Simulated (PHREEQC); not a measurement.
Dissolve 0.000154 mol/kgw CaSO4, 0.0013 mol/kgw Na2HPO4 and 0.048 mol/kgw KCl at 20 °C. Closed to the air; pH follows from the charge balance.

Equilibrium calculation in PHREEQC: ion-association model, wateq4f.dat.

No solid was allowed to form.

Task: Order these Ca species by the share of Ca that they hold, largest first: CaSO4, Ca+2, CaPO4-, CaHPO4.

Result: Ca+2 (78 %), CaPO4- (12 %), CaHPO4 (9.8 %), CaSO4 (0.42 %)

Task: Order these P species by the share of P that they hold, largest first: HPO4-2, KHPO4-, CaPO4-, H2PO4-, CaHPO4.

Result: HPO4-2 (91 %), KHPO4- (3.9 %), H2PO4- (1.8 %), CaPO4- (1.4 %), CaHPO4 (1.2 %)

The pH is 8.67 and the ionic strength 0.0522 mol/kgw. The solution is supersaturated, for example in Hydroxyapatite, so a real one may precipitate; this is no full list. Species that the database lacks are ignored. H3PO4, which wateq4f.dat lacks, is added to it with the constant of phreeqc.dat.
